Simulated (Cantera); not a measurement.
# Adiabatic ignition

An adiabatic, constant-pressure homogeneous reactor starts with 5.17 % CO, 0.191 % H2, 7.85 % O2, 86.8 % N2, equivalence ratio 0.34, at 950 K and 353 Torr.

Computed with Cantera and GRI-Mech 3.0 (53 species, 325 reactions).

| t (s) | T (K) | x CO | x H2 | x O2 | x HO2 | x NO | x H |
|---|---|---|---|---|---|---|---|
| 9.00e-6 | 950 | 0.0517 | 0.00191 | 0.0785 | <1e-12 | <1e-12 | <1e-12 |
| 3.15e-5 | 950 | 0.0517 | 0.00191 | 0.0785 | <1e-12 | <1e-12 | <1e-12 |
| 0.000110 | 950 | 0.0517 | 0.00191 | 0.0785 | 5.65e-12 | <1e-12 | 7.04e-12 |
| 0.000384 | 950 | 0.0517 | 0.00191 | 0.0785 | 1.08e-10 | <1e-12 | 4.60e-11 |
| 0.00134 | 950 | 0.0517 | 0.00191 | 0.0785 | 2.57e-9 | <1e-12 | 4.03e-10 |
| 0.00469 | 950 | 0.0517 | 0.00191 | 0.0785 | 5.51e-7 | <1e-12 | 6.36e-8 |
| 0.0164 | 1127 | 0.0315 | 4.52e-5 | 0.0675 | 5.36e-6 | 1.37e-7 | 0.000135 |
| 0.0573 | 1391 | 0.000262 | 2.01e-6 | 0.0532 | 5.82e-7 | 2.33e-6 | 3.10e-6 |
| 0.200 | 1394 | 1.22e-5 | 1.08e-7 | 0.0532 | 5.20e-8 | 2.49e-6 | 4.20e-8 |
| 0.700 | 1394 | 1.12e-6 | 1.39e-8 | 0.0532 | 7.18e-9 | 2.52e-6 | 2.02e-9 |
x: mole fraction; the columns are a selection and need not sum to one.

* **time of steepest temperature rise**: 11.6 ms
* **temperature at 0.700 s**: 1394 K
* **equilibrium temperature**: 1394 K
* **x(CO) at 0.700 s**: 1.12e-6 (gas-phase equilibrium 2.97e-7)
* **x(H2) at 0.700 s**: 1.39e-8 (gas-phase equilibrium 5.12e-9)
* **x(O2) at 0.700 s**: 0.0532 (gas-phase equilibrium 0.0530)
